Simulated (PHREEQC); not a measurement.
Solution (25 °C): 0.27 mol NaH2PO4 and 0.023 mol KOH per kg of water. Closed to the air; pH follows from the charge balance.

Model: ion-association model, phreeqc.dat, run in PHREEQC.

This is a speciation only: nothing precipitates in the calculation.

Question: Predict the pH, specific conductance.

Answer: pH 5.67; specific conductance 18400 µS/cm.

Question: In which forms is P present?

Answer: H2PO4- 91 %, HPO4-2 7.5 %, NaHPO4- 1.0 % of the P.
